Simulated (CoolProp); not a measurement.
Vapour-liquid equilibrium of benzene (1) + n-octane (2) at 0.704 MPa; x and y are mole fractions of (1).

The numbers come from the multi-fluid Helmholtz-energy mixture model, Thol 2012 and Beckmüller 2019; pair parameters Bell 2016 in CoolProp.

**Question.** Give the bubble temperature and the first vapour's composition at x = 0.2, 0.35, 0.65. Is there an azeotrope?

**Answer.** x = 0.2: 197.3 °C, y = 0.365; x = 0.35: 187.1 °C, y = 0.561; x = 0.65: 171.8 °C, y = 0.810. No azeotrope shows between x = 0.05 and 0.95.

Pair parameters are fitted to limited data, so mixtures are less certain than the pure fluids.
